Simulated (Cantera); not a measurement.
Input: 1 mol acetone, 0.4 mol H2O, equilibrated at 650 K and 133 Pa.

These are equilibrium values from Cantera (NASA tables, ideal gas, pure condensed phases), not measurements of a reactor. Candidate condensed phases: C, C6H6, C7H8, C8H18, H2O; 110 gas species. The feed counts by its element totals alone. The numbers say what is thermodynamically allowed, not how fast it happens.

Task: What is the equilibrium state?

Result: 
```
Quantity           Result
--------------  ---------
x(H2)               0.726
x(H2O)              0.109
x(CO2)              0.103
x(CO)              0.0441
x(CH4)             0.0183
n(C(graphite))   2.36 mol
gas amount      3.902 mol
```
